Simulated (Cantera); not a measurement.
# Pb + O2 + N2 (iron carbonyl, mercury and lead vapours)

Feed: 1 mol Pb, 0.065 mol O2, 84 mol N2, held at 1.33 mbar.

Method: chemical equilibrium by Gibbs-energy minimisation in Cantera with the NASA 1993 tables (ideal gas, pure condensed phases). Candidate condensed phases: Pb, PbO, PbO2, Pb3O4; 12 gas species. Kinetics and transport are ignored.

From 227 °C to 327 °C the condensed part is Pb(s) + PbO(red). From 377 °C to 477 °C the condensed part is Pb(l) + PbO(red). From 527 °C to 577 °C the condensed part is Pb(l) + PbO(yellow).

```
T (°C)   x N2      x Pb     x PbO  n Pb(s)  n PbO(red)  n Pb(l)  n PbO(yellow)
------  -----  --------  --------  -------  ----------  -------  -------------
227      1.00  1.66e-12    <1e-12    0.870       0.130        0              0
277      1.00  1.15e-10    <1e-12    0.870       0.130        0              0
327      1.00   3.87e-9    <1e-12    0.870       0.130        0              0
377      1.00   7.02e-8  2.95e-12        0       0.130    0.870              0
427     1.000   8.36e-7  1.24e-10        0       0.130    0.870              0
477     1.000   7.11e-6   3.14e-9        0       0.130    0.869              0
527     1.000   4.61e-5   5.25e-8        0           0    0.866          0.130
577     1.000  0.000239   6.24e-7        0           0    0.850          0.130
```
x: gas mole fraction; n: condensed amount in mol.
